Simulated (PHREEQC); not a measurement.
Dissolve 0.064 mol/kgw KHCO3, 0.00018 mol/kgw Na2B4O7 and 0.21 mol/kgw KCl at 20 °C. Closed to the air; pH follows from the charge balance.

Equilibrium calculation in PHREEQC: ion-association model, phreeqc.dat.

```
quantity               before     after
-------------------  --------  --------
pH                       8.16      8.22
CO2 (mol/kgw)        0.000708  0.000338
(CO2)2 (mol/kgw)      8.27e-9   1.83e-9
SI of Sylvite (KCl)     -2.43     -2.97
```

### Question
Which change was made?
(A) KHCO3 from 0.064 to 0.0128 mol/kgw
(B) temperature from 20 to 40 °C
(C) diluted 2-fold with water
(D) Na2B4O7 from 0.00018 to 0.0018 mol/kgw
(E) diluted 5-fold with water

### Answer
C, diluted 2-fold with water

No solid was allowed to form.
